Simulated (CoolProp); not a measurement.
Vapour-liquid equilibrium of R21 (1) + methanol (2) at 413.2 K; x and y are mole fractions of (1).

Values from CoolProp's multi-fluid Helmholtz-energy mixture model, Platzer 1990 and de Reuck 1993; pair parameters Bell 2016. This equation is an older, rougher fit; its heat capacities, sound speeds and derivatives of the liquid may be far off and weren't checked against measurements.

| x | bubble pressure (kPa) | y at the bubble point | dew pressure at overall composition x (kPa) | liquid density (mol/L) |
|---|---|---|---|---|
| 0.05 | 1802 | 0.372 | 1156 | 19.65 |
| 0.125 | 2311 | 0.501 | 1263 | 18.27 |
| 0.2 | 2483 | 0.535 | 1389 | 17.01 |
| 0.275 | 2548 | 0.549 | 1543 | 15.86 |
| 0.35 | 2593 | 0.562 | 1734 | 14.84 |
| 0.425 | 2642 | 0.579 | 1981 | 13.93 |
| 0.5 | 2696 | 0.604 | 2306 | 13.12 |
| 0.575 | 2748 | 0.639 | 2633 | 12.42 |
| 0.65 | 2791 | 0.685 | 2760 | 11.81 |
| 0.725 | 2819 | 0.739 | 2814 | 11.26 |
| 0.8 | 2832 | 0.803 | 2832 | 10.78 |
| 0.875 | 2831 | 0.873 | 2831 | 10.35 |
| 0.95 | 2820 | 0.948 | 2820 | 9.957 |

y crosses x between x = 0.8 and 0.875: the model has an azeotrope there.

Pair parameters are fitted to limited data, so mixtures are less certain than the pure fluids. With so large a gap from Raoult's law the liquid may split in two, which this calculation doesn't test in full.
